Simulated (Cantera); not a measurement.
Mixture: CH4 : C2H6 : O2 : N2 = 1 : 0.099 : 3.13 : 11.8 (molar parts), at 2.50 bar, adiabatic and at constant pressure. Ignition delay is the time to a rise of 400 K.

Cantera simulation using GRI-Mech 3.0 (53 species, 325 reactions); the numbers are that mechanism's predictions, not measurements.

**Question.** What does this change do: CH4 1 to 0.51 parts?

**Answer.** 
```json
[
 {"quantity": "delay at 1075 K", "before": "15.5 ms", "after": "16.3 ms"},
 {"quantity": "delay at 1225 K", "before": "2.03 ms", "after": "1.23 ms"},
 {"quantity": "delay at 1375 K", "before": "0.430 ms", "after": "0.226 ms"},
 {"quantity": "delay at 1525 K", "before": "0.112 ms", "after": "66.9 µs"},
 {"quantity": "apparent activation energy between 1450 and 1600 K", "before": "160 kJ/mol", "after": "140 kJ/mol"}
]
```
